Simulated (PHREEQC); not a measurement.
4.4 g of hydrous ferric oxide (600 m²/g; 0.2 weak and 0.005 strong sites per Fe, Dzombak-Morel constants, diffuse double layer) in 1 kg of water with 0.3 mol/kgw of an inert sodium salt and 0.022 mol/kgw ZnSO4, at 25 °C; the pH is set by adding NaOH or the inert anion's acid. Oxygen alone is held at its pressure in air (log pO2 = -0.68). The system is closed to CO2. Precipitation was switched off in this run.

Base run: PHREEQC, ion-association model, wateq4f.dat. Each further column changes one thing. The table gives S sorbed (%).

```csv
pH,base,no electrostatic term (-no_edl),background salt from 0.3 to 0.03 mol/kgw,oxide from 4.4 to 22 g/kgw,0.0021 mol/kgw SrCl2 added
3,17.2,0.4,20.3,75.2,17.1
3.5,17.2,0.4,20.3,75.2,17.1
4.5,16.9,0.4,20.0,73.8,(withheld)
5,16.3,0.4,19.3,70.8,(withheld)
6,12.2,0.2,15.1,56.5,12.2
6.5,10.3,0.0,(withheld),47.9,10.3
7.5,8.0,0.0,11.6,(withheld),8.0
8,6.6,0.0,10.7,20.3,6.6
9,3.5,0.0,(withheld),2.7,3.4
9.5,1.4,0.0,3.4,(withheld),1.4
10.5,0.0,0.0,0.1,0.0,0.0
11,0.0,0.0,0.0,0.0,0.0
```

Problem. Complete the blanks.

Solution. 
- 4.5, 0.0021 mol/kgw SrCl2 added: 16.8
- 5, 0.0021 mol/kgw SrCl2 added: 16.2
- 6.5, background salt from 0.3 to 0.03 mol/kgw: 13.2
- 7.5, oxide from 4.4 to 22 g/kgw: 30.6
- 9, background salt from 0.3 to 0.03 mol/kgw: 7.3
- 9.5, oxide from 4.4 to 22 g/kgw: 0.6

In at least one series the solution becomes supersaturated in solids that the run did not let form, among them Zn(OH)2-a, Zn4(OH)6SO4. The oxide is taken as insoluble; below pH 4 it would dissolve.
